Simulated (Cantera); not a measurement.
An isothermal, constant-pressure homogeneous reactor starts with 2.44 % CH₄, 3.00 % O₂, 93.9 % N₂, 0.704 % H₂, at 1000 K and 0.760 bar.

Model: GRI-Mech 3.0 (53 species, 325 reactions), integrated in Cantera. The temperature is held fixed by assumption; the heat of reaction is taken as removed at once.

x: mole fraction; the columns are a selection and need not sum to one.

```tsv
t (s)	x CH₄	x O₂	x HCO	x H	x OH	x C₂H₆	x NO
7.00e-5	0.0244	0.0300	<1e-12	2.04e-12	<1e-12	<1e-12	<1e-12
0.000242	0.0244	0.0300	<1e-12	2.93e-12	<1e-12	<1e-12	<1e-12
0.000834	0.0244	0.0300	<1e-12	6.14e-12	<1e-12	<1e-12	<1e-12
0.00288	0.0244	0.0300	<1e-12	2.05e-11	1.57e-12	<1e-12	<1e-12
0.00993	0.0244	0.0300	<1e-12	1.50e-10	1.18e-11	2.29e-11	<1e-12
0.0343	0.0244	0.0300	1.02e-12	2.35e-8	2.53e-9	5.98e-7	<1e-12
0.118	0.0243	0.0299	6.79e-11	4.20e-8	5.24e-9	3.89e-5	<1e-12
0.408	0.0234	0.0292	7.14e-10	7.88e-8	1.44e-8	0.000186	<1e-12
1.41	___	___	___	___	___	___	7.86e-12
4.86	___	___	3.37e-10	___	___	___	2.49e-11
16.8	0.00326	0.000190	3.10e-11	4.94e-8	3.10e-10	1.03e-5	2.62e-11
57.9	0.00323	4.05e-5	5.41e-12	1.25e-8	6.38e-11	5.23e-6	2.42e-11
200	0.00322	9.52e-6	1.40e-12	3.57e-9	1.72e-11	3.91e-6	2.13e-11
```

**Question.** Fill in the missing entries.

**Answer.** 
- 1.41, x CH₄: 0.00775
- 1.41, x O₂: 0.00907
- 1.41, x HCO: 6.53e-9
- 1.41, x H: 5.88e-7
- 1.41, x OH: 5.49e-8
- 1.41, x C₂H₆: 0.000126
- 4.86, x CH₄: 0.00356
- 4.86, x O₂: 0.00104
- 4.86, x H: 1.92e-7
- 4.86, x OH: 2.53e-9
- 4.86, x C₂H₆: 2.97e-5
